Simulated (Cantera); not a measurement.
Charge: 1 mol SiH2Cl2, 2.8 mol H2, at 2125 K and 0.133 bar.

These are equilibrium values from Cantera (NASA tables, ideal gas, pure condensed phases), not measurements of a reactor. Candidate condensed phases: Si; 19 gas species. The tables' values for SiCl, SiCl3 are old estimates; treat these amounts as uncertain. Gases not in the tables: Si2H6 and higher silanes. The numbers say what is thermodynamically allowed, not how fast it happens.

Base state: H2 0.687, HCl 0.189, SiCl2 0.108, H 0.00825, SiCl 0.00183, Cl 0.00166, SiCl3 0.00137, Si 0.00130 (mole fractions); condensed: Si(l).

Question: What changes in the equilibrium state with this change: temperature from 2125 K to 1473 K?

Answer: 
| species | before | after |
|---|---|---|
| H2 | 0.687 | 0.735 |
| HCl | 0.189 | 0.144 |
| SiCl2 | 0.108 | 0.0889 |
| SiCl4 | 1.67e-5 | 0.0101 |
| SiCl3 | 0.00137 | 0.0162 |
| Si | 0.00130 | 4.11e-8 |
| Si2 | 1.79e-5 | <1e-9 |
| SiH | 0.000203 | 4.62e-8 |
| Si(l), mol | 0.452 | 0 |
| Si(s), mol | 0 | 0.435 |
The tables' values for SiCl3 are old estimates; treat these amounts as uncertain.
